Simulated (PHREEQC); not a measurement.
A column of 1 m (30 cells, dispersivity 0.035 m, 60 s a shift, diffusion coefficient 3e-10 m²/s) holds 0.0053 eq of the database's cation exchanger X per kg of pore water, first in equilibrium with 0.0016 mol SrCl2, 0.0016 mol NH4Cl and 1e-05 mol HCl per kg of water. It is flushed with 2.2 mmol/kgw KBr and 0.01 mmol/kgw HCl, at 15 °C. Values are for the last cell. The system is closed to CO2. Nothing may precipitate in this run.

The numbers come from PHREEQC with the ion-association model, phreeqc.dat.

Question: Predict K in solution (mol/kgw), NH4 in solution (mol/kgw), Cl in solution (mol/kgw), Sr in solution (mol/kgw) at pore volumes = 0, 2.117, 6.783.

Answer: 
```json
[
 {"pore volumes": "0", "K in solution (mol/kgw)": "0", "NH4 in solution (mol/kgw)": "0.00160", "Cl in solution (mol/kgw)": "0.00481", "Sr in solution (mol/kgw)": "0.00160"},
 {"pore volumes": "2.117", "K in solution (mol/kgw)": "0.00154", "NH4 in solution (mol/kgw)": "4.75e-5", "Cl in solution (mol/kgw)": "1.59e-5", "Sr in solution (mol/kgw)": "0.000310"},
 {"pore volumes": "6.783", "K in solution (mol/kgw)": "0.00205", "NH4 in solution (mol/kgw)": "2.57e-11", "Cl in solution (mol/kgw)": "1.00e-5", "Sr in solution (mol/kgw)": "7.58e-5"}
]
```
